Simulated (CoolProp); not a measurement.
Vapour-liquid equilibrium of hydrogen sulfide (1) + benzene (2) at 34.95 °C; x and y are mole fractions of (1).

Computed with CoolProp (multi-fluid Helmholtz-energy mixture model, Lemmon 2006 and Thol 2012; pair parameters Bell 2016).

**Question.** Give the bubble pressure and the first vapour's composition at x = 0.125, 0.425, 0.725. Is there an azeotrope?

**Answer.** x = 0.125: 0.2944 MPa, y = 0.936; x = 0.425: 0.9607 MPa, y = 0.984; x = 0.725: 1.726 MPa, y = 0.994. No azeotrope shows between x = 0.05 and 0.95.

Pair parameters are fitted to limited data, so mixtures are less certain than the pure fluids.
